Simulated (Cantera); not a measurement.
Charge: 1 mol AlCl3, 330 mol NH3, 62 mol H2, held at 2100 K and 74.0 Pa.

Method: chemical equilibrium by Gibbs-energy minimisation in Cantera with the NASA 1993 tables (ideal gas, pure condensed phases). Candidate condensed phases: Al, AlCl3, AlN, NH4Cl; 20 gas species. Rates play no part.

Base state: H2 0.684, N2 0.217, H 0.0947, HCl 0.00289, AlCl 0.000759, Al 0.000553, Cl 0.000295 (mole fractions); condensed: gas only.

What changes in the equilibrium state with this change: temperature from 2100 K to 875 K?


```csv
species,before,after
H2,0.684,0.768
N2,0.217,0.228
HCl,0.00289,0.00414
H,0.0947,1.62e-9
AlCl,0.000759,<1e-9
Al,0.000553,<1e-9
Cl,0.000295,<1e-9
"AlN(s), mol",0,0.999
```

What changes in the equilibrium state with this change: NH3 from 330 to 0.2 mol?


```json
[
 {"species": "H2", "before": "0.684", "after": "0.848"},
 {"species": "H", "before": "0.0947", "after": "0.105"},
 {"species": "HCl", "before": "0.00289", "after": "0.0279"},
 {"species": "N2", "before": "0.217", "after": "0.00147"},
 {"species": "AlCl", "before": "0.000759", "after": "0.0135"},
 {"species": "AlCl2", "before": "2.09e-7", "after": "3.23e-5"},
 {"species": "Cl", "before": "0.000295", "after": "0.00256"},
 {"species": "Al", "before": "0.000553", "after": "0.00114"}
]
```
The tables' values for AlCl2 are old estimates; treat these amounts as uncertain.
